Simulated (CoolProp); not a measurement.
Properties of carbon monoxide along the isobar 13.7 MPa.

The numbers come from the reference Helmholtz-energy equation of state, Lemmon 2006 in CoolProp. It is a short technical equation, of lower accuracy than the large ones.

| T (°C) | phase | density (kg/m³) | Joule-Thomson coefficient (K/MPa) | expansivity (1/kK) | fugacity coefficient |
|---|---|---|---|---|---|
| -175.15 | liquid | 760.6 | -0.3212 | 5.130 | 0.05641 |
| -150.05 | liquid | 654.9 | -0.09832 | 7.005 | 0.1985 |
| -125.05 | supercritical | 528.6 | 0.4362 | 10.40 | 0.4001 |
| -100.05 | supercritical | 391.5 | 1.336 | 12.81 | 0.5925 |
| -74.95 | supercritical | 291.5 | 1.862 | 10.28 | 0.7358 |
| -49.95 | supercritical | 233.5 | 1.878 | 7.643 | 0.8335 |
| -24.95 | supercritical | 197.3 | 1.709 | 5.983 | 0.9004 |
| 0.15 | supercritical | 172.2 | 1.494 | 4.917 | 0.9471 |
| 25.15 | supercritical | 153.7 | 1.282 | 4.193 | 0.9799 |
| 50.15 | supercritical | 139.4 | 1.086 | 3.668 | 1.003 |
| 75.25 | supercritical | 127.8 | 0.9085 | 3.269 | 1.020 |
| 100.25 | supercritical | 118.3 | 0.7502 | 2.957 | 1.033 |
